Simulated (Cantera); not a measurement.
A perfectly stirred reactor is fed with 9.43 % C2H6, 90.6 % N2, at 0.207 atm; it is held at 1100 K, and followed from long to short residence time.

Cantera simulation using GRI-Mech 3.0 (53 species, 325 reactions); the numbers are that mechanism's predictions, not measurements. GRI-Mech 3.0 stops at C3 and has no aromatics, soot or wall deposition, so with more carbon than oxygen in the feed, carbon stays in small species such as C2H2 where larger ones or solid carbon would form.

### Question
Predict: x(C2H6) at τ = 0.970 s; x(CH4) at τ = 0.970 s; x(H) at τ = 0.970 s; x(C2H6) at τ = 7.80 ms; x(CH4) at τ = 7.80 ms; x(H) at τ = 7.80 ms.

### Answer
| Property | Value |
|---|---|
| x(C2H6) at τ = 0.970 s | 0.0201 |
| x(CH4) at τ = 0.970 s | 0.00739 |
| x(H) at τ = 0.970 s | 7.38e-7 |
| x(C2H6) at τ = 7.80 ms | 0.0927 |
| x(CH4) at τ = 7.80 ms | 8.13e-5 |
| x(H) at τ = 7.80 ms | 3.75e-7 |
